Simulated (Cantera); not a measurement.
Input: 1 mol PbO, 1.4 mol H₂O, 6.9 mol N₂, equilibrated at 1025 °C.

These are equilibrium values from Cantera (NASA tables, ideal gas, pure condensed phases), not measurements of a reactor. Candidate condensed phases: H₂O, Pb, PbO, PbO₂, Pb₃O₄; 27 gas species. Gases not in the tables: (PbO)n polymers. Rates play no part.

### Question
At 0.160 bar, list the 6 most abundant gas species with their mole fractions, and the condensed phases.

### Answer
N₂ 0.828, H₂O 0.168, PbO 0.00273, Pb 0.000465, O₂ 0.000226, NO 1.32e-5. Condensed: PbO(l).
